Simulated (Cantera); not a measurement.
A closed system holds: 1 mol HMDSO, 34 mol N2O, 1.2 mol N2, 0.52 mol NO, held at 6.70 mbar.

Cantera equilibrium calculation (NASA polynomials, part measured and part estimated; ideal gas, pure solids and liquids). Candidate condensed phases: C, C6H6, C7H8, C8H18, H2O, Si, SiC, SiO2, Si2N2O, Si3N4; 151 gas species. The feed counts by its element totals alone. The tables hold silica as quartz up to 1696 K and as liquid above; real silica turns to tridymite and cristobalite and melts near 1996 K. Rates play no part.

Which condensed phases are stable at each of these points (T (K)): 825, 900, 975, 1050, 1125, 1200, 1275, 1350, 1425, 1500, 1575, 1650, 1725, 1800?


| T (K) | condensed phases | Si condensed (%) |
|---|---|---|
| 825 | SiO2(α-quartz) | 100.0 |
| 900 | SiO2(β-quartz) | 100.0 |
| 975 | SiO2(β-quartz) | 100.0 |
| 1050 | SiO2(β-quartz) | 100.0 |
| 1125 | SiO2(β-quartz) | 100.0 |
| 1200 | SiO2(β-quartz) | 100.0 |
| 1275 | SiO2(β-quartz) | 100.0 |
| 1350 | SiO2(β-quartz) | 100.0 |
| 1425 | SiO2(β-quartz) | 100.0 |
| 1500 | SiO2(β-quartz) | 100.0 |
| 1575 | SiO2(β-quartz) | 100.0 |
| 1650 | SiO2(β-quartz) | 100.0 |
| 1725 | SiO2(condensed) | 100.0 |
| 1800 | SiO2(condensed) | 100.0 |

At 825 K the condensed part is SiO2(α-quartz). From 900 K to 1650 K the condensed part is SiO2(β-quartz). From 1725 K to 1800 K the condensed part is SiO2(condensed).
